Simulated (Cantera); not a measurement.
# Hydrocarbon pyrolysis for carbon deposition

An isothermal, constant-pressure homogeneous reactor starts with 41.7 % CH4, 58.3 % H2, at 1400 K and 0.490 bar.

Detailed kinetics in Cantera: GRI-Mech 3.0 (53 species, 325 reactions). GRI-Mech 3.0 stops at C3 and has no aromatics, soot or wall deposition, so with more carbon than oxygen in the feed, carbon stays in small species such as C2H2 where larger ones or solid carbon would form.

```csv
t (s),x CH4,x H2,x C2H6,x H,x CH3,x C2H2
0.000200,0.417,0.583,2.18e-8,3.67e-7,5.19e-6,<1e-12
0.000586,0.417,0.583,5.00e-7,1.00e-6,1.42e-5,1.97e-11
0.00172,0.417,0.583,7.27e-6,1.99e-6,2.84e-5,1.82e-9
0.00503,0.417,0.583,3.77e-5,2.45e-6,3.49e-5,8.06e-8
0.0147,0.416,0.584,9.15e-5,2.84e-6,4.05e-5,2.20e-6
0.0432,0.415,0.584,0.000121,3.04e-6,4.32e-5,3.91e-5
0.126,0.413,0.586,0.000123,3.07e-6,4.33e-5,0.000387
0.371,0.405,0.590,0.000123,3.13e-6,4.29e-5,0.00228
1.09,0.384,0.604,0.000118,3.27e-6,4.16e-5,0.00844
3.18,0.334,0.636,0.000110,3.68e-6,3.87e-5,0.0231
9.32,0.250,0.689,0.000112,4.78e-6,3.48e-5,0.0471
27.3,0.202,0.720,0.000122,5.88e-6,3.30e-5,0.0607
80.0,0.200,0.721,0.000123,5.94e-6,3.29e-5,0.0612
```
x: mole fraction; the columns are a selection and need not sum to one.

Equilibrium at this temperature and pressure: CH4 0.200, H2 0.721, C2H6 0.000123, H 5.94e-6, CH3 3.29e-5, C2H2 0.0613 (gas phase only).
